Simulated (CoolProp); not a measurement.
Properties of hexamethyldisiloxane (MM) at several states (Tc = 245.6 °C, pc = 19.31 bar, ω = 0.418).

Model: reference Helmholtz-energy equation of state, Thol 2016, in CoolProp.

| T (°C) | p (bar) | phase | cp (kJ/(kg K)) | speed of sound (m/s) | Joule-Thomson coefficient (K/MPa) |
|---|---|---|---|---|---|
| 164.15 | 1.56 | gas | 1.890 | 143.8 | 15.50 |
| 134.55 | 0.377 | gas | 1.792 | 144.4 | 18.31 |
| 62.05 | 3.19 | liquid | 2.000 | 749.7 | -0.3357 |
| 49.05 | 40 | liquid | 1.954 | 831.8 | -0.3810 |
| -14.85 | 67.7 | liquid | 1.798 | 1071 | -0.4746 |
| 234.55 | 0.111 | gas | 2.033 | 163.0 | 8.933 |
